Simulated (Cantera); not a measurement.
A closed system holds: 1 mol CO, 0.92 mol H2O, equilibrated at 1198 K and 46.0 Pa.

These are equilibrium values from Cantera (NASA tables, ideal gas, pure condensed phases), not measurements of a reactor. Candidate condensed phases: C, C6H6, C7H8, C8H18, H2O; 110 gas species. The numbers say what is thermodynamically allowed, not how fast it happens.

Question: What is the equilibrium state?

Answer: x(CO): 0.291
x(H2O): 0.249
x(CO2): 0.230
x(H2): 0.230
x(H): 4.25e-6
gas amount: 1.920 mol
log10 activity of C(graphite) (absent): -5.48
